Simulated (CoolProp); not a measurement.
Vapour-liquid equilibrium of R134a (1) + R141b (2) at 346.5 K; x and y are mole fractions of (1).

Model: multi-fluid Helmholtz-energy mixture model, Tillner-Roth 1994 and Lemmon 2006; pair parameters Bell 2016, in CoolProp.

| x | bubble pressure, mixture model (MPa) | bubble pressure, Raoult's law (MPa) | y, mixture model | y, Raoult's law |
|---|---|---|---|---|
| 0.05 | ? | 0.4515 | ? | 0.252 |
| 0.2 | 0.8199 | 0.7403 | ? | 0.616 |
| 0.35 | 1.125 | 1.029 | ? | 0.776 |
| 0.5 | ? | 1.318 | 0.812 | 0.865 |
| 0.65 | 1.644 | 1.606 | 0.868 | 0.923 |
| 0.8 | ? | 1.895 | 0.919 | 0.963 |
| 0.95 | 2.176 | 2.184 | ? | 0.992 |

**Question.** Complete the blanks.

**Answer.** 
- 0.05, bubble pressure, mixture model (MPa): 0.4766
- 0.05, y, mixture model: 0.267
- 0.2, y, mixture model: 0.603
- 0.35, y, mixture model: 0.736
- 0.5, bubble pressure, mixture model (MPa): 1.394
- 0.8, bubble pressure, mixture model (MPa): 1.896
- 0.95, y, mixture model: 0.977

The largest gap from Raoult's law is +10.8 % in bubble pressure, at x = 0.2. No azeotrope shows between x = 0.05 and 0.95.

Pair parameters are fitted to limited data, so mixtures are less certain than the pure fluids.
